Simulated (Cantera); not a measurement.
A freely propagating, adiabatic, planar premixed flame of H₂ : O₂ : N₂ = 1 : 0.385 : 1.45 (molar parts), equivalence ratio 1.3, unburnt at 400 K and 2180 Torr; mixture-averaged transport, grid criteria slope 0.08 and curve 0.16, no radiation.

Detailed kinetics in Cantera: the H2/O2 subset of GRI-Mech 3.0, which has no nitrogen chemistry. The hydrogen kinetics of GRI-Mech 3.0 are dated; newer H2 mechanisms differ, most at raised pressure. Burning velocities carry a grid error of a few per cent, more on coarse grids.

**Question.** How do the results move with these cheaper or finer settings: unity-Lewis-number transport; multicomponent transport; multicomponent+Soret transport; grid criteria slope 0.5, curve 1; grid criteria slope 0.25, curve 0.5; grid criteria slope 0.03, curve 0.06?

**Answer.** 
```csv
setting,laminar burning velocity,thermal thickness,peak x(OH),peak x(O),grid points
as above,453 cm/s,0.0951 mm,0.0123,0.00608,110
unity-Lewis-number transport,299 cm/s,0.0882 mm,0.0122,0.00574,108
multicomponent transport,445 cm/s,0.0947 mm,0.0122,0.00600,110
multicomponent+Soret transport,416 cm/s,0.0926 mm,0.0124,0.00607,110
"grid criteria slope 0.5, curve 1",486 cm/s,0.124 mm,0.0133,0.00608,39
"grid criteria slope 0.25, curve 0.5",465 cm/s,0.104 mm,0.0125,0.00606,54
"grid criteria slope 0.03, curve 0.06",451 cm/s,0.0929 mm,0.0121,0.00607,259
```
Unity Lewis numbers drop preferential diffusion, which matters most where H2 and H carry the flame; Soret adds thermal diffusion.
